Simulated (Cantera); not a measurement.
Charge: 1 mol Pb, 1.4 mol CO, 1.3 mol H2, equilibrated at 1400 K and 0.150 Torr.

These are equilibrium values from Cantera (NASA tables, ideal gas, pure condensed phases), not measurements of a reactor. Candidate condensed phases: C, C6H6, C7H8, C8H18, H2O, Pb, PbO, PbO2, Pb3O4; 113 gas species. Kinetics and transport are ignored.

Base state: CO 0.378, H2 0.351, Pb 0.270, H 0.000204 (mole fractions); condensed: gas only.

**Question.** What changes in the equilibrium state with this change: Pb replaced by Ti?

**Answer.** 
```json
[
 {"species": "H2", "before": "0.351", "after": "0.619"},
 {"species": "CO", "before": "0.378", "after": "0.381"},
 {"species": "H", "before": "0.000204", "after": "0.000271"},
 {"species": "Pb", "before": "0.270", "after": "0"},
 {"species": "TiC(s), mol", "before": "0", "after": "0.600"},
 {"species": "Ti2O3(s), mol", "before": "0", "after": "0.200"}
]
```
Mutual solubility and eutectic melting of coexisting phases are not modelled. TiC: taken at fixed stoichiometry. Further candidate phases: Ti, TiC, TiO, TiO2, Ti2O3, Ti3O5, Ti4O7.
